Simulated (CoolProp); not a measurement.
Properties of propylene along the isobar 22 MPa (Tc = 91.1 °C, pc = 4.555 MPa, ω = 0.146).

Computed with CoolProp (reference Helmholtz-energy equation of state, Lemmon 2013).

```json
[
 {"T (°C)": "-97.65", "phase": "liquid", "density (kg/m³)": "682.7", "speed of sound (m/s)": "1613", "expansivity (1/kK)": "1.496", "Prandtl number": "5.33"},
 {"T (°C)": "-58.75", "phase": "liquid", "density (kg/m³)": "642.9", "speed of sound (m/s)": "1402", "expansivity (1/kK)": "1.604", "Prandtl number": "3.47"},
 {"T (°C)": "-19.85", "phase": "liquid", "density (kg/m³)": "602.2", "speed of sound (m/s)": "1197", "expansivity (1/kK)": "1.770", "Prandtl number": "2.69"},
 {"T (°C)": "19.05", "phase": "liquid", "density (kg/m³)": "559.6", "speed of sound (m/s)": "1006", "expansivity (1/kK)": "2.014", "Prandtl number": "2.32"},
 {"T (°C)": "58.05", "phase": "liquid", "density (kg/m³)": "514.1", "speed of sound (m/s)": "832.2", "expansivity (1/kK)": "2.360", "Prandtl number": "2.12"},
 {"T (°C)": "96.95", "phase": "supercritical", "density (kg/m³)": "464.9", "speed of sound (m/s)": "679.7", "expansivity (1/kK)": "2.835", "Prandtl number": "2.01"},
 {"T (°C)": "135.85", "phase": "supercritical", "density (kg/m³)": "411.7", "speed of sound (m/s)": "554.0", "expansivity (1/kK)": "3.421", "Prandtl number": "1.89"},
 {"T (°C)": "174.75", "phase": "supercritical", "density (kg/m³)": "356.5", "speed of sound (m/s)": "463.8", "expansivity (1/kK)": "3.931", "Prandtl number": "1.74"}
]
```

Viscosity comes from a separate model (Huber 2003), an estimate that may be off by 10 % or more. Thermal conductivity comes from a separate model (Huber 2003), an estimate that may be off by 10 % or more.
